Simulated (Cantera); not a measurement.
What does this Cantera script print?

```python
import numpy as np
import cantera as ct

surf = ct.Interface("ptcombust.yaml", "Pt_surf")
gas = surf.adjacent["gas"]
gas.TPX = 300, 17000, {'H2': 0.016, 'O2': 0.16, 'N2': 0.79}
jet = ct.ImpingingJet(gas=gas, width=0.031, surface=surf)
jet.inlet.mdot, jet.inlet.T, jet.inlet.X = 0.046, 300, {'H2': 0.016, 'O2': 0.16, 'N2': 0.79}
jet.set_refine_criteria(ratio=10, slope=0.2, curve=0.3)
show, cover = ['H2', 'O2', 'H2O', 'OH'], ["PT(S)", "H(S)", "O(S)", "OH(S)", "CO(S)", "C(S)"]

rows = []
print(f"{'Ts/K':>7s}" + "".join(f"{s:>11s}" for s in show + cover) + "   (gas at the wall, coverages)")
for i, Ts in enumerate([500, 550, 600, 650, 700, 750, 800]):
    jet.surface.T = Ts
    if i == 0:
        surf.TP = Ts, 17000
        surf.coverages = "PT(S):0.5, O(S):0.5"
        surf.advance_coverages(1.0)
        jet.set_initial_guess(products="inlet")
    jet.solve(loglevel=0, auto=(i == 0))
    rows.append([*(jet.X[gas.species_index(s), -1] for s in show), *surf[cover].coverages])
    print(f"{Ts:7g}" + "".join(f"{x:11.3e}" for x in rows[-1]))
```

Result:

```
   Ts/K         H2         O2        H2O         OH      PT(S)       H(S)       O(S)      OH(S)      CO(S)       C(S)   (gas at the wall, coverages)
    500  2.153e-03  1.502e-01  2.827e-02  1.324e-15  2.100e-02  6.491e-10  9.662e-01  1.280e-02  5.135e-21 -1.268e-26
    550  2.147e-03  1.503e-01  2.804e-02  5.016e-14  2.223e-02  5.904e-10  9.704e-01  7.319e-03 -8.119e-19  7.520e-27
    600  2.140e-03  1.504e-01  2.785e-02  1.027e-12  2.343e-02  6.537e-10  9.720e-01  4.565e-03  6.094e-17 -8.275e-29
    650  2.108e-03  1.504e-01  2.772e-02  1.306e-11  2.497e-02  8.770e-10  9.720e-01  3.067e-03 -1.446e-21 -4.211e-27
    700  1.921e-03  1.502e-01  2.790e-02  1.126e-10  2.898e-02  1.476e-09  9.687e-01  2.291e-03  2.032e-18  1.653e-26
    750  1.449e-03  1.498e-01  2.864e-02  6.664e-10  4.135e-02  3.541e-09  9.567e-01  1.987e-03  2.253e-21  1.004e-28
    800  9.505e-04  1.493e-01  2.944e-02  2.916e-09  6.731e-02  1.076e-08  9.308e-01  1.904e-03  6.560e-21  1.946e-27
```

Cantera simulation using Deutschmann's 1995 Pt surface mechanism with GRI-Mech 3.0 gas chemistry; the numbers are that mechanism's predictions, not measurements. Catalytic surfaces can have several steady states; this one follows from the mechanism file's or the stated starting coverage.
